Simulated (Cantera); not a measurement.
Input: 1 mol SiH4, 0.15 mol O3, 1.7 mol H2, held at 8.90 mbar.

These are equilibrium values from Cantera (NASA tables, ideal gas, pure condensed phases), not measurements of a reactor. Candidate condensed phases: H2O, Si, SiO2; 18 gas species. Mutual solubility and eutectic melting of coexisting phases are not modelled. The tables hold silica as quartz up to 1696 K and as liquid above; real silica turns to tridymite and cristobalite and melts near 1996 K. Rates play no part.

log p: log10 of the partial pressure in bar; n: condensed amount in mol.

| T (K) | log p H2 | log p SiO | log p H | log p Si | log p SiH2 | log p SiH | log p H2O | n Si(s) | n SiO2(β-quartz) |
|---|---|---|---|---|---|---|---|---|---|
| 1198 | -2.05 | -6.30 | -7.75 | -11.89 | -9.99 | [?] | -9.30 | 0.775 | 0.225 |
| 1273 | -2.05 | -5.41 | -7.17 | -10.74 | -9.37 | [?] | -8.78 | 0.774 | 0.224 |
| 1348 | -2.05 | -4.63 | -6.66 | -9.73 | -8.82 | [?] | -8.32 | 0.770 | 0.220 |
| 1423 | -2.06 | -3.93 | -6.21 | -8.82 | -8.34 | [?] | -7.92 | 0.750 | 0.200 |
| 1498 | -2.08 | -3.30 | -5.80 | -8.00 | -7.91 | [?] | -7.57 | 0.665 | 0.115 |
| 1573 | -2.10 | -3.02 | -5.44 | -7.26 | -7.54 | [?] | -7.54 | 0.550 | 0 |
| 1648 | -2.10 | -3.02 | -5.10 | -6.59 | -7.17 | [?] | -7.75 | 0.550 | 0 |

Question: What belongs in the gaps?

Answer: 
- 1198, log p SiH: -11.73
- 1273, log p SiH: -10.78
- 1348, log p SiH: -9.94
- 1423, log p SiH: -9.19
- 1498, log p SiH: -8.53
- 1573, log p SiH: -7.93
- 1648, log p SiH: -7.37
